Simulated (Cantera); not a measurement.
**Reactions in the system B-Cl-N**

Source: NASA polynomial tables (part measured, part estimated), evaluated in Cantera. Values are per mole of reaction as written; species without (g) are pure solids or liquids, kept so even where they would boil at 1 bar.

BN + 3 Cl(g) ⇌ BCl₃(g) + N(g)

| T (K) | ΔH° (kJ) | ΔS° (J/K) | ΔG° (kJ) | log10 K |
|---|---|---|---|---|
| 300 | -43.3 | -66.9 | -23.2 | 4.04 |
| 1198 | -50.6 | -76.9 | 41.4 | -1.81 |
| 1398 | -52.8 | -78.6 | 57.0 | -2.13 |
| 1598 | -55.0 | -80.0 | 72.8 | -2.38 |
| 1798 | -57.2 | -81.3 | 89.0 | -2.59 |
| 1998 | -59.4 | -82.4 | 105.4 | -2.75 |
| 2198 | -61.4 | -83.4 | 122.0 | -2.90 |
| 2398 | -63.4 | -84.3 | 138.7 | -3.02 |
| 2598 | -65.3 | -85.1 | 155.7 | -3.13 |
| 2798 | -67.1 | -85.7 | 172.7 | -3.22 |
| 2998 | -68.9 | -86.3 | 190.0 | -3.31 |

2 BN + 3 Cl₂(g) ⇌ 2 N(g) + 2 BCl₃(g)

| T (K) | ΔH° (kJ) | ΔS° (J/K) | ΔG° (kJ) | log10 K |
|---|---|---|---|---|
| 300 | 641.3 | 188.3 | 584.9 | -101.83 |
| 1198 | 648.8 | 204.2 | 404.2 | -17.62 |
| 1398 | 648.1 | 203.7 | 363.4 | -13.58 |
| 1598 | 647.1 | 203.0 | 322.7 | -10.55 |
| 1798 | 645.8 | 202.2 | 282.2 | -8.20 |
| 1998 | 644.2 | 201.4 | 241.8 | -6.32 |
| 2198 | 642.4 | 200.5 | 201.6 | -4.79 |
| 2398 | 640.3 | 199.6 | 161.6 | -3.52 |
| 2598 | 638.0 | 198.7 | 121.8 | -2.45 |
| 2798 | 635.5 | 197.8 | 82.1 | -1.53 |
| 2998 | 632.8 | 196.9 | 42.6 | -0.74 |
